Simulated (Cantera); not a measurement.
A freely propagating, adiabatic, planar premixed flame of 55.0 % H2, 12.5 % O2, 32.5 % N2, equivalence ratio 2.2, unburnt at 648 K and 13300 Pa; multicomponent+Soret transport, grid criteria slope 0.08 and curve 0.16, no radiation.

Computed with Cantera and the H2/O2 subset of GRI-Mech 3.0, which has no nitrogen chemistry. Burning velocities carry a grid error of a few per cent, more on coarse grids.

x: mole fraction of selected species; z is measured from the peak of heat release.

```json
[
 {"z (mm)": "-17.6", "T (K)": "648", "u (m/s)": "8.88", "x H2": "0.550", "x O2": "0.125", "x HO2": "<1e-8", "x H2O2": "<1e-8", "x H": "<1e-8", "x O": "<1e-8"},
 {"z (mm)": "-11.7", "T (K)": "648", "u (m/s)": "8.88", "x H2": "0.550", "x O2": "0.125", "x HO2": "<1e-8", "x H2O2": "<1e-8", "x H": "<1e-8", "x O": "<1e-8"},
 {"z (mm)": "-8.80", "T (K)": "648", "u (m/s)": "8.88", "x H2": "0.550", "x O2": "0.125", "x HO2": "1.45e-8", "x H2O2": "<1e-8", "x H": "<1e-8", "x O": "<1e-8"},
 {"z (mm)": "-5.87", "T (K)": "648", "u (m/s)": "8.88", "x H2": "0.550", "x O2": "0.125", "x HO2": "1.31e-6", "x H2O2": "<1e-8", "x H": "1.68e-6", "x O": "(withheld)"},
 {"z (mm)": "-2.93", "T (K)": "660", "u (m/s)": "9.02", "x H2": "0.547", "x O2": "0.125", "x HO2": "3.80e-5", "x H2O2": "2.22e-7", "x H": "0.000977", "x O": "(withheld)"},
 {"z (mm)": "-1.47", "T (K)": "779", "u (m/s)": "10.5", "x H2": "0.517", "x O2": "0.121", "x HO2": "2.67e-5", "x H2O2": "1.72e-7", "x H": "0.0162", "x O": "(withheld)"},
 {"z (mm)": "0", "T (K)": "1149", "u (m/s)": "15.1", "x H2": "0.343", "x O2": "0.0601", "x HO2": "1.05e-5", "x H2O2": "2.61e-7", "x H": "0.112", "x O": "(withheld)"},
 {"z (mm)": "1.47", "T (K)": "1383", "u (m/s)": "18.1", "x H2": "0.239", "x O2": "0.00446", "x HO2": "7.67e-7", "x H2O2": "1.50e-7", "x H": "0.162", "x O": "(withheld)"},
 {"z (mm)": "2.93", "T (K)": "1472", "u (m/s)": "19.1", "x H2": "0.240", "x O2": "0.00132", "x HO2": "2.10e-7", "x H2O2": "1.38e-7", "x H": "0.155", "x O": "0.00243"},
 {"z (mm)": "5.87", "T (K)": "1582", "u (m/s)": "20.4", "x H2": "0.251", "x O2": "0.00112", "x HO2": "1.60e-7", "x H2O2": "1.23e-7", "x H": "0.139", "x O": "0.00242"},
 {"z (mm)": "11.7", "T (K)": "1713", "u (m/s)": "21.9", "x H2": "0.265", "x O2": "0.000981", "x HO2": "1.28e-7", "x H2O2": "8.72e-8", "x H": "0.120", "x O": "0.00225"},
 {"z (mm)": "23.5", "T (K)": "1855", "u (m/s)": "23.5", "x H2": "0.279", "x O2": "0.000772", "x HO2": "9.66e-8", "x H2O2": "5.12e-8", "x H": "0.0993", "x O": "(withheld)"},
 {"z (mm)": "46.9", "T (K)": "1998", "u (m/s)": "25.0", "x H2": "0.292", "x O2": "0.000540", "x HO2": "7.13e-8", "x H2O2": "2.75e-8", "x H": "0.0783", "x O": "(withheld)"}
]
```

Question: Some entries are withheld; supply them.

Answer: 
- -5.87, x O: 1.47e-8
- -2.93, x O: 1.47e-5
- -1.47, x O: 0.000373
- 0, x O: 0.00532
- 1.47, x O: 0.00301
- 23.5, x O: 0.00188
- 46.9, x O: 0.00138
